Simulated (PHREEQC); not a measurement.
Solution (25 °C): 0.0034 mol/kgw CdCl2 and 3.6e-05 mol/kgw MnSO4. Closed to the air; pH follows from the charge balance.

Computed with PHREEQC (ion-association model, wateq4f.dat).

The pH is 6.16 and the ionic strength is 0.00839 mol/kgw.

```tsv
species	molality	activity	log γ
Cl-	0.00583	0.00529	-0.042
Cd+2	0.00244	0.00167	-0.166
CdCl+	0.000928	0.000843	-0.042
Mn+2	3.53e-5	2.45e-5	-0.158
SO4-2	2.70e-5	1.86e-5	-0.163
CdCl2	1.86e-5	1.86e-5	0.001
```

Precipitation was switched off in this run. Species that the database lacks are ignored.
